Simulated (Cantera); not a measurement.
Input: 1 mol Fe, 0.11 mol CO2, 6.4 mol CO, at 1525 °C and 0.00180 bar.

These are equilibrium values from Cantera (NASA tables, ideal gas, pure condensed phases), not measurements of a reactor. Candidate condensed phases: C, Fe, Fe(CO)5, FeO, Fe2O3, Fe3O4; 15 gas species. Equilibrium is a limit: real reactors are often held back by kinetics, nucleation or transport.

Base state: CO 0.967, CO2 0.0166, Fe 0.0159, FeO 1.21e-5 (mole fractions); condensed: Fe(δ).

Q: What changes in the equilibrium state with this change: temperature from 1525 °C to 1627 °C?

A: 
| species | before | after |
|---|---|---|
| CO | 0.967 | 0.922 |
| Fe | 0.0159 | 0.0619 |
| CO2 | 0.0166 | 0.0158 |
| FeO | 1.21e-5 | 6.90e-5 |
| Fe(δ), mol | 0.894 | 0 |
| Fe(l), mol | 0 | 0.570 |
